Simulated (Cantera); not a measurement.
Ignition delay

Mixture: CH4 : C2H6 : O2 : N2 = 1 : 0.054 : 1.29 : 4.84 (molar parts), equivalence ratio 1.7, at 1.01 bar, adiabatic and at constant pressure. Ignition delay is the time to a rise of 400 K.

Cantera simulation using GRI-Mech 3.0 (53 species, 325 reactions); the numbers are that mechanism's predictions, not measurements.

| T0 (K) | delay (ms) |
|---|---|
| 1250 | 8.36 |
| 1350 | 2.60 |
| 1450 | 0.850 |
| 1550 | 0.310 |
| 1650 | 0.132 |
| 1750 | 0.0661 |
| 1850 | 0.0381 |

The apparent activation energy between 1650 and 1850 K comes out as 160 kJ/mol.
